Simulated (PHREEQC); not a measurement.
## Spent oxide etchant (model solution)

Make-up at 20 °C and 300 atm: 0.047 mol NH4HF2, 0.12 mol (NH4)2SiF6 and 0.0315 mol H3PO4 per kg of water. Closed to the air; pH follows from the charge balance.

Model: ion-association model, phreeqc.dat, run in PHREEQC.

pH: 2.42
ionic strength: 0.412 mol/kgw
activity of water: 0.991
density: 1.026 g/cm³
total alkalinity: -558 meq/kg

```csv
species,molality,activity,log γ
NH4+,0.287,0.177,-0.210
SiF6-2,0.120,0.0285,-0.624
HF,0.0618,0.0679,0.041
H2PO4-,0.0243,0.0172,-0.150
F-,0.0231,0.0151,-0.184
H3PO4,0.00719,0.00791,0.041
H+,0.00496,0.00385,-0.111
HF2-,0.00455,0.00335,-0.133
HPO4-2,1.53e-6,3.63e-7,-0.624
NH3,1.54e-8,1.70e-8,0.041
```

No solid was allowed to form. Complexes and solids missing from the database can't appear. Under pressure, the constants of complexes without a molar volume in the database are unreliable. SiF6-2 is the database's only silicon fluoride.
